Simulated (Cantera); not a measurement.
A Cantera script and its output.

```python
import numpy as np
import cantera as ct

gas = ct.Solution("gri30.yaml", transport_model="mixture-averaged")
show = ['CO2', 'CH3', 'N2']

rows = []
print(f"{'T/K':>7s}{'rho':>11s}{'cp':>10s}{'mu':>11s}{'lambda':>11s}{'Pr':>7s}" + "".join(f"{'D_' + s:>11s}" for s in show))
for T in [400, 550, 700, 850, 1000, 1150]:
    gas.TPX = T, 5400, {'NO': 0.098}
    Pr = gas.cp_mass * gas.viscosity / gas.thermal_conductivity
    D = [gas.mix_diff_coeffs_mole[gas.species_index(s)] for s in show]
    rows.append([gas.density, gas.cp_mass, gas.viscosity, gas.thermal_conductivity, Pr, *D])
    print(f"{T:7g}{gas.density:11.4e}{gas.cp_mass:10.1f}{gas.viscosity:11.4e}"
          f"{gas.thermal_conductivity:11.4e}{Pr:7.3f}" + "".join(f"{d:11.4e}" for d in D))
print("SI units: kg/m3, J/kg/K, Pa s, W/m/K, m2/s")
```

Output:

```
    T/K        rho        cp         mu     lambda     Pr      D_CO2      D_CH3       D_N2
    400 4.8720e-02     998.6 2.3120e-05 3.2415e-02  0.712 4.8968e-04 6.9507e-04 6.3563e-04
    550 3.5433e-02    1028.1 2.8863e-05 4.1984e-02  0.707 8.5949e-04 1.2060e-03 1.0957e-03
    700 2.7840e-02    1067.4 3.3953e-05 5.1279e-02  0.707 1.3041e-03 1.8182e-03 1.6463e-03
    850 2.2927e-02    1103.5 3.8609e-05 6.0168e-02  0.708 1.8164e-03 2.5227e-03 2.2796e-03
   1000 1.9488e-02    1132.7 4.2948e-05 6.8643e-02  0.709 2.3915e-03 3.3132e-03 2.9900e-03
   1150 1.6946e-02    1153.1 4.7043e-05 7.6728e-02  0.707 3.0257e-03 4.1847e-03 3.7734e-03
SI units: kg/m3, J/kg/K, Pa s, W/m/K, m2/s
```

Model: GRI-Mech 3.0 (53 species, 325 reactions), integrated in Cantera. The composition is frozen, though it would react at the higher temperatures.
